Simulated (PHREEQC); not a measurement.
Solution (25 °C): 0.014 mol MnSO4, 0.0013 mol CaCl2, 5.4e-05 mol NaF and 0.058 mol Na2SO4 per kg of water. Closed to the air; pH follows from the charge balance.

All values are PHREEQC results (ion-association model, phreeqc.dat), not measurements.

Each row changes one thing in this solution. Precipitation was switched off in this run.

```json
[
 {"case": "as made", "pH": "6.78", "ionic strength (mol/kgw)": "0.186", "Na+ (mol/kgw)": "0.107", "SO4-2 (mol/kgw)": "0.0556", "NaSO4- (mol/kgw)": "0.00897", "F- (mol/kgw)": "5.15e-5"},
 {"case": "CaCl2 from 0.0013 to 0.00026 mol/kgw", "pH": "6.78", "ionic strength (mol/kgw)": "0.185", "Na+ (mol/kgw)": "0.107", "SO4-2 (mol/kgw)": "0.0560", "NaSO4- (mol/kgw)": "0.00904", "F- (mol/kgw)": "5.15e-5"},
 {"case": "NaF from 5.4e-05 to 0.00054 mol/kgw", "pH": "6.80", "ionic strength (mol/kgw)": "0.187", "Na+ (mol/kgw)": "0.107", "SO4-2 (mol/kgw)": "0.0556", "NaSO4- (mol/kgw)": "0.00899", "F- (mol/kgw)": "0.000515"},
 {"case": "CaCl2 left out", "pH": "6.78", "ionic strength (mol/kgw)": "0.184", "Na+ (mol/kgw)": "0.107", "SO4-2 (mol/kgw)": "0.0561", "NaSO4- (mol/kgw)": "0.00906", "F- (mol/kgw)": "5.15e-5"},
 {"case": "NaF from 5.4e-05 to 8.1e-05 mol/kgw", "pH": "6.78", "ionic strength (mol/kgw)": "0.186", "Na+ (mol/kgw)": "0.107", "SO4-2 (mol/kgw)": "0.0556", "NaSO4- (mol/kgw)": "0.00897", "F- (mol/kgw)": "7.73e-5"},
 {"case": "diluted 5-fold with water", "pH": "6.84", "ionic strength (mol/kgw)": "0.0411", "Na+ (mol/kgw)": "0.0225", "SO4-2 (mol/kgw)": "0.0126", "NaSO4- (mol/kgw)": "0.000692", "F- (mol/kgw)": "1.06e-5"},
 {"case": "temperature from 25 to 80 °C", "pH": "6.26", "ionic strength (mol/kgw)": "0.175", "Na+ (mol/kgw)": "0.106", "SO4-2 (mol/kgw)": "0.0523", "NaSO4- (mol/kgw)": "0.0101", "F- (mol/kgw)": "5.19e-5"},
 {"case": "temperature from 25 to 30 °C", "pH": "…", "ionic strength (mol/kgw)": "0.185", "Na+ (mol/kgw)": "0.107", "SO4-2 (mol/kgw)": "0.0552", "NaSO4- (mol/kgw)": "0.00911", "F- (mol/kgw)": "5.16e-5"},
 {"case": "MnSO4 left out", "pH": "7.19", "ionic strength (mol/kgw)": "0.159", "Na+ (mol/kgw)": "…", "SO4-2 (mol/kgw)": "0.0490", "NaSO4- (mol/kgw)": "0.00840", "F- (mol/kgw)": "5.23e-5"}
]
```

**Question.** Some entries are withheld; supply them.

**Answer.** 
- temperature from 25 to 30 °C, pH: 6.71
- MnSO4 left out, Na+ (mol/kgw): 0.108

Some of these states are supersaturated (in Fluorite, for instance). At this temperature some constants are extrapolated from 25 °C, and those without enthalpy data are left unchanged.
